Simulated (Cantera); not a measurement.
A closed system holds: 1 mol SiH2Cl2, 3.4 mol NH3, 66 mol H2, at 0.0790 bar.

Equilibrium computed with Cantera from the NASA thermochemical tables; the gas is ideal and each condensed phase is pure. Candidate condensed phases: NH4Cl, Si, Si3N4; 28 gas species. Mutual solubility and eutectic melting of coexisting phases are not modelled. Gases not in the tables: Si2H6 and higher silanes. Kinetics and transport are ignored.

### Question
Which condensed phases are stable at each of these points (T (°C)): 525, 625, 725, 825, 925, 1025, 1125, 1225, 1325, 1425, 1525, 1625, 1725, 1825?

### Answer
```tsv
T (°C)	condensed phases	Si condensed (%)
525	Si3N4(s)	100.0
625	Si3N4(s)	100.0
725	Si3N4(s)	100.0
825	Si3N4(s)	100.0
925	Si3N4(s)	100.0
1025	Si3N4(s)	99.9
1125	Si3N4(s)	99.5
1225	Si3N4(s)	97.9
1325	Si3N4(s)	93.2
1425	Si(l) + Si3N4(s)	85.0
1525	Si(l)	86.1
1625	Si(l)	85.9
1725	Si(l)	82.7
1825	Si(l)	72.4
```

From 525 °C to 1325 °C the condensed part is Si3N4(s). At 1425 °C the condensed part is Si(l) + Si3N4(s). From 1525 °C to 1825 °C the condensed part is Si(l).
